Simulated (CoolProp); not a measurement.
CH2F2 (R32) along the isobar 227 bar: Z from the reference equation and from simpler models built on Tc = 78.1 °C, pc = 57.83 bar, ω = 0.277; each cubic takes its own stable root.

The numbers come from the reference Helmholtz-energy equation of state, Tillner-Roth 1997 in CoolProp.

```json
[
 {"T (°C)": "-87.15", "phase": "liquid", "reference": "0.5734"},
 {"T (°C)": "-64.55", "phase": "liquid", "reference": "0.5324"},
 {"T (°C)": "-41.85", "phase": "liquid", "reference": "0.5014"},
 {"T (°C)": "-19.25", "phase": "liquid", "reference": "0.4786"},
 {"T (°C)": "3.35", "phase": "liquid", "reference": "0.4626"},
 {"T (°C)": "26.05", "phase": "liquid", "reference": "0.4528"},
 {"T (°C)": "48.65", "phase": "liquid", "reference": "0.4492"},
 {"T (°C)": "71.35", "phase": "liquid", "reference": "0.4527"},
 {"T (°C)": "93.95", "phase": "supercritical", "reference": "0.4646"},
 {"T (°C)": "116.55", "phase": "supercritical", "reference": "0.4876"},
 {"T (°C)": "139.25", "phase": "supercritical", "reference": "0.5245"},
 {"T (°C)": "161.85", "phase": "supercritical", "reference": "0.5747"}
]
```

How far does each simpler model (van der Waals, Redlich-Kwong, Soave-Redlich-Kwong, Peng-Robinson) lie from the reference over these 12 states: mean and median of the absolute difference, and the worst?


- van der Waals: mean 66.9 %, median 72.4 %, worst +91.1 % at -87.15 °C and 227 bar
- Redlich-Kwong: mean 27.3 %, median 29.4 %, worst +31.9 % at -87.15 °C and 227 bar
- Soave-Redlich-Kwong: mean 27.7 %, median 27.6 %, worst +29.4 % at -87.15 °C and 227 bar
- Peng-Robinson: mean 14.8 %, median 14.3 %, worst +18.2 % at 139.25 °C and 227 bar
